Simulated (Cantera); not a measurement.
Charge: 1 mol (CH₃)₂SiCl₂, 0.25 mol C₃H₈, 76 mol H₂, held at 19000 Pa.

Equilibrium computed with Cantera from the NASA thermochemical tables; the gas is ideal and each condensed phase is pure. Candidate condensed phases: C, C₆H₆, C₇H₈, C₈H₁₈, Si, SiC; 109 gas species. The feed counts by its element totals alone. The tables' values for SiCl are old estimates; treat these amounts as uncertain. Gases not in the tables: Si₂H₆ and higher silanes. Rates play no part. All values below are at 2398 K.

Base state: H₂ 0.931, H 0.0349, HCl 0.0231, C₂H₂ (acetylene) 0.00643, Si 0.00210, Cl 0.000617, SiC₂ 0.000401, SiH 0.000275 (mole fractions); condensed: C(graphite) + SiC(s).

Task: What changes in the equilibrium state with this change: (CH₃)₂SiCl₂ replaced by Si(CH₃)₄?

Result: 
| species | before | after |
|---|---|---|
| H₂ | 0.931 | 0.955 |
| H | 0.0349 | 0.0353 |
| C₂H₂ (acetylene) | 0.00643 | 0.00660 |
| HCl | 0.0231 | 0 |
| Cl | 0.000617 | 0 |
| Si | 0.00210 | 0.00210 |
| SiCl₂ | 0.000171 | 0 |
| SiCl | 0.000131 | 0 |
| CH₄ | 2.94e-5 | 3.09e-5 |
| CH₃ | 2.03e-5 | 2.10e-5 |
| SiH₂ | 0.000121 | 0.000124 |
| C(graphite), mol | 0.891 | 2.82 |
| SiC(s), mol | 0.696 | 0.713 |
